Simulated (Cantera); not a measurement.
What does this Cantera script print?

```python
import numpy as np
import cantera as ct

gas_names = """
    N NO NO2 NO3 N2 N2O O O2 O3 Si SiN SiO SiO2 Si2 Si2N Si3
""".split()
cond_names = """
    Si(cr) Si(L) SiO2(Lqz) SiO2(hqz) SiO2(L) Si2N2O(s) Si3N4(a)
""".split()


def load(file, names, dense=False):
    # The tables refer to 1 bar. Condensed volumes are neglected.
    table = {s.name: s for s in ct.Species.list_from_file(file)}
    out = []
    for n in names:
        d = dict(table[n].input_data)
        d["thermo"] = dict(d["thermo"], **{"reference-pressure": 1e5})
        if dense:
            d["equation-of-state"] = {"model": "constant-volume", "density": "1e6 g/cm^3"}
        out.append(ct.Species.from_dict(d))
    return out


gas = ct.Solution(thermo="ideal-gas", species=load("nasa_gas.yaml", gas_names))
cond = {s.name: ct.Solution(thermo="fixed-stoichiometry", species=[s], name=s.name)
        for s in load("nasa_condensed.yaml", cond_names, dense=True)}
atoms = {
    'Si3N4': {'Si': 3, 'N': 4},
    'N2O': {'N': 2, 'O': 1},
    'N2': {'N': 2},
    'O2': {'O': 2},
}
top_T = {'Si2N2O(s)': 2100, 'Si3N4(a)': 2400}  # K; cautious upper limits of use, not melting points


def equilibrate(T, P, feed):
    n = {}
    for name, mol in feed.items():
        for a, k in atoms[name].items():
            n[a] = n.get(a, 0.0) + k * mol
    gas.TPX = T, P, n
    mass = sum(n.values()) * gas.mean_molecular_weight
    gas.equilibrate("TP")
    valid = [c for c in cond.values() if c.min_temp <= T <= top_T.get(c.name, c.max_temp)]
    mix = ct.Mixture([(gas, mass / gas.mean_molecular_weight)] + [(c, 0.0) for c in valid])
    mix.T, mix.P = T, P
    mix.equilibrate("TP", solver="vcs", rtol=1e-11, max_steps=5000)
    return mix


results = []
feed = {'Si3N4': 1, 'N2O': 0.02, 'N2': 70, 'O2': 0.023}  # mol
P = 0.12  # Pa
for T in [1048, 1148, 1248, 1348, 1448, 1548, 1648, 1748, 1848, 1948, 2048, 2148]:
    mix = equilibrate(T, P, feed)
    results.append((T, P, feed, dict(zip(mix.species_names, mix.species_moles))))
    x = sorted(zip(gas.X, gas.species_names), reverse=True)
    print(f"T = {T:g} K  P = {P:g} Pa  gas = {mix.phase_moles(0):.4g} mol")
    print("   x: " + "  ".join(f"{s} {v:.3e}" for v, s in x if v > 0.001))
    print("   condensed (mol): " + ("  ".join(f"{mix.phase(i).name} {mix.phase_moles(i):.4g}"
          for i in range(1, mix.n_phases) if mix.phase_moles(i) > 1e-12) or "none"))
```

It prints:

```
T = 1048 K  P = 0.12 Pa  gas = 70.04 mol
   x: N2 1.000e+00
   condensed (mol): Si2N2O(s) 0.066  Si3N4(a) 0.956
T = 1148 K  P = 0.12 Pa  gas = 70.04 mol
   x: N2 1.000e+00
   condensed (mol): Si2N2O(s) 0.06589  Si3N4(a) 0.956
T = 1248 K  P = 0.12 Pa  gas = 70.06 mol
   x: N2 9.998e-01
   condensed (mol): Si2N2O(s) 0.05162  Si3N4(a) 0.9608
T = 1348 K  P = 0.12 Pa  gas = 72.1 mol
   x: N2 9.989e-01
   condensed (mol): Si(cr) 2.923
T = 1448 K  P = 0.12 Pa  gas = 72.26 mol
   x: N2 9.966e-01  Si 2.437e-03
   condensed (mol): Si(cr) 2.756
T = 1548 K  P = 0.12 Pa  gas = 74.05 mol
   x: N2 9.725e-01  Si 2.648e-02
   condensed (mol): Si(cr) 0.9548
T = 1648 K  P = 0.12 Pa  gas = 75.02 mol
   x: N2 9.600e-01  Si 3.901e-02
   condensed (mol): none
T = 1748 K  P = 0.12 Pa  gas = 75.02 mol
   x: N2 9.600e-01  Si 3.907e-02
   condensed (mol): none
T = 1848 K  P = 0.12 Pa  gas = 75.02 mol
   x: N2 9.600e-01  Si 3.909e-02
   condensed (mol): none
T = 1948 K  P = 0.12 Pa  gas = 75.02 mol
   x: N2 9.600e-01  Si 3.910e-02
   condensed (mol): none
T = 2048 K  P = 0.12 Pa  gas = 75.02 mol
   x: N2 9.600e-01  Si 3.910e-02
   condensed (mol): none
T = 2148 K  P = 0.12 Pa  gas = 75.02 mol
   x: N2 9.600e-01  Si 3.910e-02
   condensed (mol): none
```

These are equilibrium values from Cantera (NASA tables, ideal gas, pure condensed phases), not measurements of a reactor. Mutual solubility and eutectic melting of coexisting phases are not modelled. The tables' values for SiN are old estimates; treat these amounts as uncertain.
